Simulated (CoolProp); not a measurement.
The fluid at 298.15 K and 0.274 MPa expands adiabatically to 0.0221 MPa with isentropic efficiency 0.7. The same conditions are run with several fluids, on thermodynamics alone (safety and materials aside).

Computed with CoolProp (reference Helmholtz-energy equation of state of each fluid (R124: de Vries 1995; R13: Platzer 1990; methane: Setzmann 1991; carbonyl sulfide: Lemmon 2006; R404A: Lemmon 2003)). The equations of Platzer and Polt are older, rougher fits. Blends and air are pseudo-pure fits.

Task: Rank R124, R13, methane, carbonyl sulfide, R404A by work (kJ/kg), highest first.

Result: methane (203), carbonyl sulfide (55.6), R404A (38.2), R13 (34.9), R124 (27.4)

| fluid | final temperature (K) | final density (kg/m³) |
|---|---|---|
| R124 | 252.4 | 1.45 |
| R13 | 237.2 | 1.18 |
| methane | 202.4 | 0.211 |
| carbonyl sulfide | 207.4 | 0.776 |
| R404A | 246.8 | 1.06 |
